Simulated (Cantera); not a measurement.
An isothermal plug-flow reactor at 550 K and 0.523 atm (inlet), inlet velocity 0.28 m/s, active area per volume 950 1/m; feed H2 : O2 : N2 = 0.026 : 0.085 : 0.79 (molar parts), equivalence ratio 0.15.

Model: Deutschmann's 1995 Pt surface mechanism with GRI-Mech 3.0 gas chemistry, integrated in Cantera. Catalytic surfaces can have several steady states; this one follows from the mechanism file's or the stated starting coverage. Mass transfer to the wall is taken as infinitely fast.

x: gas mole fraction; θ: surface coverage.

```json
[
 {"z (m)": "0.0001", "x H2": "(withheld)", "x O2": "0.0833", "x H2O": "0.0244", "θ free Pt": "0.0892", "θ O*": "0.887", "θ OH*": "0.0235"},
 {"z (m)": "0.00018", "x H2": "(withheld)", "x O2": "0.0824", "x H2O": "0.0264", "θ free Pt": "0.0531", "θ O*": "0.928", "θ OH*": "0.0190"},
 {"z (m)": "0.00033", "x H2": "(withheld)", "x O2": "0.0818", "x H2O": "0.0277", "θ free Pt": "0.0301", "θ O*": "0.955", "θ OH*": "0.0147"},
 {"z (m)": "0.00058", "x H2": "(withheld)", "x O2": "0.0815", "x H2O": "0.0284", "θ free Pt": "0.0174", "θ O*": "0.971", "θ OH*": "0.0114"},
 {"z (m)": "0.001", "x H2": "(withheld)", "x O2": "0.0813", "x H2O": "0.0287", "θ free Pt": "0.0102", "θ O*": "0.981", "θ OH*": "0.00877"},
 {"z (m)": "0.0018", "x H2": "(withheld)", "x O2": "0.0812", "x H2O": "0.0290", "θ free Pt": "0.00570", "θ O*": "0.988", "θ OH*": "0.00660"},
 {"z (m)": "0.0033", "x H2": "(withheld)", "x O2": "0.0812", "x H2O": "0.0291", "θ free Pt": "0.00313", "θ O*": "0.992", "θ OH*": "0.00490"},
 {"z (m)": "0.0058", "x H2": "(withheld)", "x O2": "0.0811", "x H2O": "0.0292", "θ free Pt": "0.00180", "θ O*": "0.994", "θ OH*": "0.00373"},
 {"z (m)": "0.01", "x H2": "(withheld)", "x O2": "0.0811", "x H2O": "0.0292", "θ free Pt": "0.00108", "θ O*": "0.996", "θ OH*": "0.00289"}
]
```

Complete the blanks.


- 0.0001, x H2: 0.00477
- 0.00018, x H2: 0.00281
- 0.00033, x H2: 0.00158
- 0.00058, x H2: 0.000913
- 0.001, x H2: 0.000533
- 0.0018, x H2: 0.000297
- 0.0033, x H2: 0.000162
- 0.0058, x H2: 9.15e-5
- 0.01, x H2: 5.22e-5
